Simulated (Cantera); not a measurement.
An adiabatic, constant-volume homogeneous reactor starts with H2 : O2 : N2 = 1 : 0.312 : 1.17 (molar parts), at 1600 K and 0.740 bar. Integrator tolerance rtol = 1e-08.

Computed with Cantera and GRI-Mech 3.0 (53 species, 325 reactions).

Problem. What does this change do: initial temperature 1600 to 1050 K?

Solution. 
```csv
quantity,before,after
time of steepest temperature rise,13.3 µs,0.182 ms
temperature at 0.400 s,2980 K,2865 K
equilibrium temperature,2980 K,2865 K
x(H2) at 0.400 s,0.165 (gas-phase equilibrium 0.165),0.166 (gas-phase equilibrium 0.166)
x(O2) at 0.400 s,0.00280 (gas-phase equilibrium 0.00280),0.00105 (gas-phase equilibrium 0.00105)
x(NO2) at 0.400 s,3.31e-7 (gas-phase equilibrium 3.31e-7),1.42e-7 (gas-phase equilibrium 1.42e-7)
x(OH) at 0.400 s,0.0249 (gas-phase equilibrium 0.0249),0.0145 (gas-phase equilibrium 0.0145)
x(H) at 0.400 s,0.0540 (gas-phase equilibrium 0.0540),0.0312 (gas-phase equilibrium 0.0312)
x(N2O) at 0.400 s,2.23e-7 (gas-phase equilibrium 2.23e-7),1.44e-7 (gas-phase equilibrium 1.44e-7)
```
